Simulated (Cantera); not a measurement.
Input: 1 mol Si3N4, 0.2 mol H2O, 26 mol N2, 0.87 mol CO2, at 2023.15 K and 1.60 bar.

Equilibrium computed with Cantera from the NASA thermochemical tables; the gas is ideal and each condensed phase is pure. Mutual solubility and eutectic melting of coexisting phases are not modelled. Rates play no part.

| species | before | after |
|---|---|---|
| N2 | 0.969 | 0.971 |
| CO | 0.0201 | 0.0210 |
| H2 | 0.00702 | 0.00699 |
| SiO | 0.00290 | 0.000251 |
| H | 0.000126 | 4.27e-5 |
| HCN | 0.000347 | 0.000537 |
| HNC | 2.06e-5 | 2.39e-5 |
| SiC(s), mol | 0.306 | 0.279 |
| Si2N2O(s), mol | 1.31 | 1.36 |
Gas species are given as mole fractions.

Task: What was changed between the two runs?
A. temperature from 2023.15 K to 1873.15 K
B. temperature from 2023.15 K to 1450 K
C. pressure from 1.60 bar to 0.0133 bar
D. temperature from 2023.15 K to 1173.15 K

Result: A, temperature from 2023.15 K to 1873.15 K
